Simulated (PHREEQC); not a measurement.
## Metal-bearing waste water: speciation

Dissolve 0.0034 mol/kgw FeSO4, 3.5e-05 mol/kgw NaH2PO4 and 0.2 mol/kgw Na2SO4 at 25 °C. Closed to the air; pH follows from the charge balance.

The numbers come from PHREEQC with the ion-association model, phreeqc.dat.

| Quantity | Result |
|---|---|
| pH | 5.94 |
| ionic strength | 0.497 mol/kgw |
| activity of water | 0.991 |
| specific conductance | 25200 µS/cm |
| density | 1.022 g/cm³ |

```csv
species,molality,activity,log γ
Na+,0.346,0.248,-0.144
SO4-2,0.147,0.0303,-0.687
NaSO4-,0.0544,0.0377,-0.160
FeSO4,0.00185,0.00208,0.050
Fe+2,0.00154,0.000386,-0.602
H2PO4-,2.43e-5,1.68e-5,-0.160
FeH2PO4+,4.69e-6,3.25e-6,-0.160
HSO4-,4.66e-6,3.41e-6,-0.135
HPO4-2,4.17e-6,8.99e-7,-0.667
H+,1.52e-6,1.16e-6,-0.117
FeHPO4,1.23e-6,1.38e-6,0.050
NaHPO4-,6.28e-7,4.35e-7,-0.160
FeOH+,1.53e-7,1.04e-7,-0.167
```

This is a speciation only: nothing precipitates in the calculation. Examples of supersaturated solids here: Vivianite. Others may be too.
